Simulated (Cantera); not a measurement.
**Moist CO burnout**

An isothermal, constant-pressure homogeneous reactor starts with 0.246 % CO, 1.28 % O₂, 0.138 % H₂O, 98.3 % N₂, at 1275 K and 0.118 atm.

Cantera simulation using GRI-Mech 3.0 (53 species, 325 reactions); the numbers are that mechanism's predictions, not measurements.

```
t (s)         x CO    x O₂    x H₂O     x HO₂       x H     x NO       x O
--------  --------  ------  -------  --------  --------  -------  --------
0.000400   0.00246  0.0128  0.00138  1.99e-12    <1e-12   <1e-12  2.26e-10
0.000976   0.00246  0.0128  0.00138  4.83e-12  3.44e-12   <1e-12  5.49e-10
0.00238    0.00246  0.0128  0.00138  1.22e-11  2.25e-11   <1e-12   1.35e-9
0.00582    0.00246  0.0128  0.00138  4.01e-11  1.49e-10   <1e-12   3.91e-9
0.0142     0.00246  0.0128  0.00138  3.36e-10   1.53e-9   <1e-12   2.48e-8
0.0346     0.00246  0.0128  0.00138   2.44e-8   1.26e-7   <1e-12   1.84e-6
0.0845     0.00135  0.0120  0.00123   2.85e-7  0.000155  2.22e-8  0.000530
0.206     0.000104  0.0115  0.00131   2.19e-7   4.41e-5  2.21e-7  0.000210
0.504      1.22e-5  0.0116  0.00137   8.04e-8   1.99e-6  2.54e-7   2.65e-5
1.23       1.82e-6  0.0116  0.00137   2.06e-8   1.30e-7  2.63e-7   4.26e-6
3.00       3.06e-7  0.0116  0.00138   4.99e-9   1.31e-8  2.67e-7   9.21e-7
```
x: mole fraction; the columns are a selection and need not sum to one.

Equilibrium at this temperature and pressure: CO 6.12e-9, O₂ 0.0115, H₂O 0.00138, HO₂ 2.30e-10, H 9.72e-11, NO 8.83e-5, O 3.48e-8 (gas phase only).
